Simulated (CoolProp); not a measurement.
Octamethyltrisiloxane (MDM) along the isobar 0.101 MPa: fugacity coefficient from the reference equation and from simpler models built on Tc = 292.2 °C, pc = 1.438 MPa, ω = 0.528; each cubic takes its own stable root.

Computed with CoolProp (reference Helmholtz-energy equation of state, Thol 2017).

```json
[
 {"T (°C)": "54.85", "phase": "liquid", "reference": "0.02805"},
 {"T (°C)": "63.85", "phase": "liquid", "reference": "0.04367"},
 {"T (°C)": "72.85", "phase": "liquid", "reference": "0.06594"},
 {"T (°C)": "81.95", "phase": "liquid", "reference": "0.09723"},
 {"T (°C)": "90.95", "phase": "liquid", "reference": "0.1391"},
 {"T (°C)": "100.05", "phase": "liquid", "reference": "0.1951"},
 {"T (°C)": "109.05", "phase": "liquid", "reference": "0.2668"},
 {"T (°C)": "118.05", "phase": "liquid", "reference": "0.3576"},
 {"T (°C)": "127.15", "phase": "liquid", "reference": "0.4718"},
 {"T (°C)": "136.15", "phase": "liquid", "reference": "0.6100"}
]
```

**Question.** How far does each simpler model (van der Waals, Redlich-Kwong, Soave-Redlich-Kwong, Peng-Robinson) lie from the reference over these 10 states: mean and median of the absolute difference, and the worst?

**Answer.** 
- van der Waals: mean 896.4 %, median 480.9 %, worst +3205.2 % at 54.85 °C and 0.101 MPa
- Redlich-Kwong: mean 302.1 %, median 283.6 %, worst +615.2 % at 54.85 °C and 0.101 MPa
- Soave-Redlich-Kwong: mean 0.7 %, median 0.4 %, worst +2.6 % at 54.85 °C and 0.101 MPa
- Peng-Robinson: mean 3.6 %, median 2.8 %, worst +9.9 % at 54.85 °C and 0.101 MPa

At some of these states van der Waals, Redlich-Kwong gives the other phase, because its saturation line lies elsewhere.
